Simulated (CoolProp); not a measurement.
A closed Brayton cycle with carbon dioxide: compressor inlet 306.15 K and 9.9 MPa, high pressure 28.5 MPa, turbine inlet 815 K, compressor efficiency 0.8, turbine efficiency 0.93, recuperator effectiveness 0.9 (on enthalpy, no pinch check). Each further row changes one setting.

Computed with CoolProp (reference Helmholtz-energy equation of state, Span 1996).

| case | thermal efficiency (%) | net work (kJ/kg) | compressor to turbine work | compressor exit (K) | turbine exit (K) |
|---|---|---|---|---|---|
| as stated | 36.9 | 111 | 0.21 | 333.6 | 685.0 |
| turbine inlet 765 K | 35.3 | 101 | 0.23 | 333.6 | 639.7 |
| compressor inlet 316.15 K | 35.3 | 105 | 0.26 | 362.2 | 685.0 |
| high pressure 24.2 MPa | 35.5 | 97.7 | 0.19 | 328.3 | 704.6 |
| recuperator effectiveness 0.5 | 23.1 | 111 | 0.21 | 333.6 | 685.0 |
